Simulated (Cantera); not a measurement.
Feed: 1 mol TEOS, 6.8 mol H2O, at 775 K.

Cantera equilibrium calculation (NASA polynomials, part measured and part estimated; ideal gas, pure solids and liquids). Candidate condensed phases: C, C6H6, C7H8, C8H18, H2O, Si, SiC, SiO2; 123 gas species. The feed counts by its element totals alone. Rates play no part.

### Question
Which condensed phases are stable at each of these points (P (Pa)): 5, 26, 140, 710, 3700, 19000, 100000?

### Answer
| P (Pa) | condensed phases | Si condensed (%) |
|---|---|---|
| 5 | SiO2(α-quartz) | 100.0 |
| 26 | SiO2(α-quartz) | 100.0 |
| 140 | C(graphite) + SiO2(α-quartz) | 100.0 |
| 710 | C(graphite) + SiO2(α-quartz) | 100.0 |
| 3700 | C(graphite) + SiO2(α-quartz) | 100.0 |
| 19000 | C(graphite) + SiO2(α-quartz) | 100.0 |
| 100000 | C(graphite) + SiO2(α-quartz) | 100.0 |

From 0.0375 Torr to 0.195 Torr the condensed part is SiO2(α-quartz). From 1.05 Torr to 750 Torr the condensed part is C(graphite) + SiO2(α-quartz).
